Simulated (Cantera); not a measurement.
An isothermal, constant-pressure homogeneous reactor starts with NO : N₂ = 0.41 : 0.51 (molar parts), at 1525 K and 26.3 Torr.

Detailed kinetics in Cantera: GRI-Mech 3.0 (53 species, 325 reactions). Radical loss at walls, strong at low pressure, is not modelled.

Predict: x(NO) at 300 s; x(N₂O) at 300 s; x(N₂) at 300 s; x(NO₂) at 300 s; x(O₂) at 300 s.


```
Property                                           Result
---------------  ----------------------------------------
x(NO) at 300 s      0.397 (gas-phase equilibrium 0.00142)
x(N₂O) at 300 s   4.90e-5 (gas-phase equilibrium 1.60e-8)
x(N₂) at 300 s        0.579 (gas-phase equilibrium 0.776)
x(NO₂) at 300 s  0.000123 (gas-phase equilibrium 1.35e-6)
x(O₂) at 300 s       0.0244 (gas-phase equilibrium 0.222)
```
